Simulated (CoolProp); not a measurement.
Vapour-liquid equilibrium of ethylene (1) + ethane (2) at 1.29 MPa; x and y are mole fractions of (1).

The numbers come from the multi-fluid Helmholtz-energy mixture model, Smukala 2000 and Bücker 2006; pair parameters Bell 2016 in CoolProp.

```json
[
 {"x": "0.05", "bubble temperature (K)": "248.1", "y at the bubble point": "0.082", "dew temperature at overall composition x (K)": "248.7", "liquid density (mol/L)": "15.02"},
 {"x": "0.2", "bubble temperature (K)": "244.0", "y at the bubble point": "0.291", "dew temperature at overall composition x (K)": "245.8", "liquid density (mol/L)": "15.31"},
 {"x": "0.35", "bubble temperature (K)": "240.6", "y at the bubble point": "0.463", "dew temperature at overall composition x (K)": "242.9", "liquid density (mol/L)": "15.58"},
 {"x": "0.5", "bubble temperature (K)": "237.7", "y at the bubble point": "0.611", "dew temperature at overall composition x (K)": "239.9", "liquid density (mol/L)": "15.84"},
 {"x": "0.65", "bubble temperature (K)": "235.0", "y at the bubble point": "0.743", "dew temperature at overall composition x (K)": "236.9", "liquid density (mol/L)": "16.11"},
 {"x": "0.8", "bubble temperature (K)": "232.4", "y at the bubble point": "0.861", "dew temperature at overall composition x (K)": "233.8", "liquid density (mol/L)": "16.37"},
 {"x": "0.95", "bubble temperature (K)": "230.0", "y at the bubble point": "0.967", "dew temperature at overall composition x (K)": "230.4", "liquid density (mol/L)": "16.63"}
]
```

No azeotrope shows between x = 0.05 and 0.95.

Pair parameters are fitted to limited data, so mixtures are less certain than the pure fluids.
